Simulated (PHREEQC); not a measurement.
# Leach liquor (model solution)

Make-up at 25 °C: 0.23 mol/kgw H2SO4, 0.031 mol/kgw Li2SO4, 0.0047 mol/kgw Fe2(SO4)3 and 0.0048 mol/kgw Ca(OH)2. Closed to the air; pH follows from the charge balance.

Computed with PHREEQC (ion-association model, phreeqc.dat).

```
Item                      Result
-----------------  -------------
pH                          0.76
ionic strength     0.351 mol/kgw
activity of water          0.990
density              1.015 g/cm³
total alkalinity     -469 meq/kg
```

```json
[
 {"species": "H+", "molality": "0.224", "activity": "0.174", "log γ": "-0.110"},
 {"species": "HSO4-", "molality": "0.220", "activity": "0.161", "log γ": "-0.136"},
 {"species": "Li+", "molality": "0.0595", "activity": "0.0431", "log γ": "-0.139"},
 {"species": "SO4-2", "molality": "0.0402", "activity": "0.00949", "log γ": "-0.627"},
 {"species": "FeHSO4+2", "molality": "0.00447", "activity": "0.00128", "log γ": "-0.544"},
 {"species": "FeSO4+", "molality": "0.00389", "activity": "0.00274", "log γ": "-0.153"}
]
```

This is a speciation only: nothing precipitates in the calculation.
